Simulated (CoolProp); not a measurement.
Vapour-liquid equilibrium of toluene (1) + p-xylene (2) at 0.0242 MPa; x and y are mole fractions of (1).

Model: multi-fluid Helmholtz-energy mixture model, Lemmon 2006 and Zhou 2012; pair parameters Bell 2016, in CoolProp.

```
x     bubble temperature (°C)  y at the bubble point  dew temperature at overall composition x (°C)  liquid density (mol/L)
----  -----------------------  ---------------------  ---------------------------------------------  ----------------------
0.05                        ?                      ?                                              ?                   7.578
0.2                      84.8                  0.379                                           88.3                   7.782
0.35                     80.3                  0.572                                           85.4                   7.988
0.5                      76.5                  0.715                                           82.1                   8.196
0.65                     73.2                  0.824                                           78.3                   8.409
0.8                      70.3                      ?                                           73.9                   8.626
0.95                     67.7                      ?                                           68.8                   8.851
```

Task: Complete the blanks.

Result: 
- 0.05, bubble temperature (°C): 89.9
- 0.05, y at the bubble point: 0.111
- 0.05, dew temperature at overall composition x (°C): 91.0
- 0.8, y at the bubble point: 0.909
- 0.95, y at the bubble point: 0.979

No azeotrope shows between x = 0.05 and 0.95.

The pair parameters rest on a limited set of measurements; away from them the model extrapolates.
